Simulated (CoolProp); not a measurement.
Vapour-liquid equilibrium of carbon dioxide (1) + CHF3 (R23) (2) at 664 kPa; x and y are mole fractions of (1).

Computed with CoolProp (multi-fluid Helmholtz-energy mixture model, Span 1996 and Penoncello 2003; pair parameters Bell 2016).

```
x      bubble temperature (K)  y at the bubble point  dew temperature at overall composition x (K)  liquid density (mol/L)
-----  ----------------------  ---------------------  --------------------------------------------  ----------------------
0.05                    230.7                  0.074                                         230.9                   18.56
0.125                   229.6                  0.177                                         230.1                   19.03
0.2                         ?                  0.272                                         229.3                   19.52
0.275                   227.5                  0.359                                             ?                   20.03
0.35                    226.7                  0.439                                         227.6                   20.56
0.425                   225.9                  0.513                                         226.8                   21.11
0.5                     225.2                  0.582                                         226.0                   21.69
0.575                   224.6                  0.647                                         225.3                   22.28
0.65                    224.0                  0.710                                         224.6                   22.91
0.725                   223.6                  0.770                                         223.9                   23.57
0.8                     223.2                      ?                                         223.4                   24.26
0.875                   222.9                  0.891                                         222.9                   24.99
0.95                    222.6                  0.955                                         222.6                   25.76
```

Problem. Fill in the missing entries.

Solution. 
- 0.2, bubble temperature (K): 228.5
- 0.275, dew temperature at overall composition x (K): 228.5
- 0.8, y at the bubble point: 0.830

No azeotrope shows between x = 0.05 and 0.95.

The pair parameters rest on a limited set of measurements; away from them the model extrapolates.
